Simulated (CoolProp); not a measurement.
Vapour pressure (bar) of carbon dioxide: the reference equation beside estimates from Tc = 304.1 K, pc = 73.77 bar, ω = 0.224.

Model: reference Helmholtz-energy equation of state, Span 1996, in CoolProp.

```tsv
T (K)	reference	Lee-Kesler	Redlich-Kwong
239	12.39	12.38	___
243.5	14.45	___	18.25
248.1	16.80	16.77	20.81
252.6	___	19.31	23.55
257.2	22.27	22.20	26.59
261.7	25.41	25.32	29.81
266.3	28.94	28.82	33.37
270.9	32.82	32.68	37.20
275.4	36.97	36.82	41.22
280	41.61	41.45	45.62
284.5	46.55	46.40	50.21
289.1	52.05	51.92	55.20
293.6	57.90	57.82	___
```

Problem. What belongs in the gaps?

Solution. 
- 239, Redlich-Kwong: 15.96
- 243.5, Lee-Kesler: 14.43
- 252.6, reference: 19.36
- 293.6, Redlich-Kwong: 60.40

Absolute difference from the reference over all 13 rows, mean and median: Lee-Kesler 0.3 and 0.3 %, Redlich-Kwong 15.8 and 15.3 %.
